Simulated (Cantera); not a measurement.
## Gas-phase reforming

An isothermal, constant-pressure homogeneous reactor starts with CH4 : H2O : H2 = 1 : 0.44 : 1.3 (molar parts), at 1875 K and 0.710 bar.

Cantera simulation using GRI-Mech 3.0 (53 species, 325 reactions); the numbers are that mechanism's predictions, not measurements. GRI-Mech 3.0 stops at C3 and has no aromatics, soot or wall deposition, so with more carbon than oxygen in the feed, carbon stays in small species such as C2H2 where larger ones or solid carbon would form.

```tsv
t (s)	x CH4	x H2O	x H2	x H	x O	x CH2	x O2
1.00e-6	0.365	0.161	0.474	1.34e-5	4.51e-12	1.96e-9	<1e-12
6.00e-6	0.364	0.161	0.475	5.60e-5	1.16e-10	8.92e-8	<1e-12
3.59e-5	0.358	0.160	0.477	0.000250	2.32e-9	1.72e-6	7.61e-12
0.000215	0.308	0.155	0.512	0.000415	4.75e-9	3.31e-6	2.49e-10
0.00129	0.162	0.136	0.625	0.000513	3.07e-9	2.11e-6	2.67e-10
0.00775	0.0436	0.114	0.721	0.000637	2.36e-9	9.39e-7	1.59e-10
0.0464	0.0156	0.0758	0.766	0.000695	1.73e-9	4.43e-7	7.47e-11
0.278	0.00771	0.0164	0.811	0.000708	4.16e-10	1.64e-7	3.67e-12
1.67	0.00457	2.26e-5	0.824	0.000711	<1e-12	8.11e-8	<1e-12
10.0	0.00456	7.73e-7	0.824	0.000711	<1e-12	8.10e-8	<1e-12
60.0	0.00456	7.73e-7	0.824	0.000711	<1e-12	8.10e-8	<1e-12
```
x: mole fraction; the columns are a selection and need not sum to one.

Equilibrium at this temperature and pressure: CH4 0.00456, H2O 7.76e-7, H2 0.824, H 0.000711, O <1e-12, CH2 8.10e-8, O2 <1e-12 (gas phase only).
